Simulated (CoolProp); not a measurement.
Model: reference Helmholtz-energy equation of state, Gao 2022, in CoolProp.

Give the vapour pressure (kPa), liquid density (kg/m³), enthalpy of vaporisation (kJ/kg), liquid cp (kJ/(kg K)) of saturated n-perfluorohexane at 340.9, 386.6 K.


```tsv
T (K)	p (kPa)	liquid density (kg/m³)	enthalpy of vaporisation (kJ/kg)	liquid cp (kJ/(kg K))
340.9	143	1540	81.4	1.12
386.6	493	1370	65.5	1.21
```
